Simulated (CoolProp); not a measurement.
The fluid at 293.15 K and 9.6 MPa is throttled through a valve to 4.04 MPa with no heat exchange. The same conditions are run with several fluids, on thermodynamics alone (safety and materials aside).

Model: reference Helmholtz-energy equation of state of each fluid (n-perfluorohexane: Gao 2022; n-nonane: Lemmon 2006; carbonyl sulfide: Lemmon 2006; n-hexane: Thol 2019; propane: Lemmon 2009), in CoolProp.

```csv
fluid,temperature change (K),final density (kg/m³)
n-perfluorohexane,___,___
n-nonane,___,719
carbonyl sulfide,+1.0,___
n-hexane,___,___
propane,+1.0,___
```

Question: What belongs in the gaps?

Answer: 
- n-perfluorohexane, temperature change (K): +1.7
- n-perfluorohexane, final density (kg/m³): 1700
- n-nonane, temperature change (K): +2.4
- carbonyl sulfide, final density (kg/m³): 1010
- n-hexane, temperature change (K): +2.3
- n-hexane, final density (kg/m³): 661
- propane, final density (kg/m³): 507
